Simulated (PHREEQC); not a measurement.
A PHREEQC input (ion-association model, phreeqc.dat):

```
SOLUTION 1
  temp 25
  units mg/kgw
  pH 6.72
  pe 10.7
  Na 0.0322
  K 0.00132
  Ca 0.0263
  Mg 0.00689
  Cl 0.0821
  S(6) 0.0351 as SO4
  Alkalinity 0.024 as HCO3
  Li 8.62e-05
  Zn 0.000485
END
USE solution 6
EQUILIBRIUM_PHASES 1
  CO2(g) -2 10
END
```

It stops with these messages:

```
ERROR: Solution 6 not found.
```

The fault: USE names a solution that was never defined. The line should read `USE solution 1` where the input has `USE solution 6`. With the mend the run ends at pH 4.92 and ionic strength 1.69e-5 mol/kgw.
